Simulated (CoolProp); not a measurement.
R404A at 285.83 K and 0.326 MPa flows at 0.054 m/s in a round tube of 4.6 mm bore and 0.25 µm roughness, fully developed (64/Re and Nu = 3.66 if laminar; Colebrook and Gnielinski if turbulent). Each further row changes one setting.

Model: reference Helmholtz-energy equation of state, Lemmon 2003, in CoolProp. It is a pseudo-pure fit of the blend.

```
case                Reynolds number  Darcy friction factor  pressure drop (Pa/m)  heat-transfer coefficient (W/(m² K))  mass flow (kg/h)
------------------  ---------------  ---------------------  --------------------  ------------------------------------  ----------------
as stated                       302                  0.212                 0.963                                  10.2            0.0463
velocity 0.108 m/s              603                  0.106                  1.93                                  10.2            0.0925
diameter 9.2 mm                 603                  0.106                 0.241                                  5.12             0.185
```

Viscosity comes from a separate model (Geller 2000). Thermal conductivity comes from a separate model (Geller 2001).
